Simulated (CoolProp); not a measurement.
Properties of CH2F2 (R32) along the isobar 0.697 MPa (Tc = 78.1 °C, pc = 5.783 MPa, ω = 0.277).

The numbers come from the reference Helmholtz-energy equation of state, Tillner-Roth 1997 in CoolProp.

```json
[
 {"T (°C)": "-45.35", "phase": "liquid", "density (kg/m³)": "1196", "cv (kJ/(kg K))": "0.9380", "Joule-Thomson coefficient (K/MPa)": "-0.2430"},
 {"T (°C)": "-26.55", "phase": "liquid", "density (kg/m³)": "1142", "cv (kJ/(kg K))": "0.9335", "Joule-Thomson coefficient (K/MPa)": "-0.1840"},
 {"T (°C)": "-7.65", "phase": "liquid", "density (kg/m³)": "1081", "cv (kJ/(kg K))": "0.9357", "Joule-Thomson coefficient (K/MPa)": "-0.09365"},
 {"T (°C)": "11.15", "phase": "gas", "density (kg/m³)": "17.23", "cv (kJ/(kg K))": "0.7667", "Joule-Thomson coefficient (K/MPa)": "28.88"},
 {"T (°C)": "29.95", "phase": "gas", "density (kg/m³)": "15.71", "cv (kJ/(kg K))": "0.7493", "Joule-Thomson coefficient (K/MPa)": "23.43"},
 {"T (°C)": "48.85", "phase": "gas", "density (kg/m³)": "14.51", "cv (kJ/(kg K))": "0.7537", "Joule-Thomson coefficient (K/MPa)": "19.29"},
 {"T (°C)": "67.65", "phase": "gas", "density (kg/m³)": "13.52", "cv (kJ/(kg K))": "0.7683", "Joule-Thomson coefficient (K/MPa)": "16.12"},
 {"T (°C)": "86.55", "phase": "gas", "density (kg/m³)": "12.68", "cv (kJ/(kg K))": "0.7889", "Joule-Thomson coefficient (K/MPa)": "13.63"},
 {"T (°C)": "105.35", "phase": "gas", "density (kg/m³)": "11.96", "cv (kJ/(kg K))": "0.8128", "Joule-Thomson coefficient (K/MPa)": "11.66"},
 {"T (°C)": "124.15", "phase": "gas", "density (kg/m³)": "11.32", "cv (kJ/(kg K))": "0.8387", "Joule-Thomson coefficient (K/MPa)": "10.08"},
 {"T (°C)": "143.05", "phase": "gas", "density (kg/m³)": "10.75", "cv (kJ/(kg K))": "0.8660", "Joule-Thomson coefficient (K/MPa)": "8.777"},
 {"T (°C)": "161.85", "phase": "gas", "density (kg/m³)": "10.25", "cv (kJ/(kg K))": "0.8936", "Joule-Thomson coefficient (K/MPa)": "7.709"}
]
```
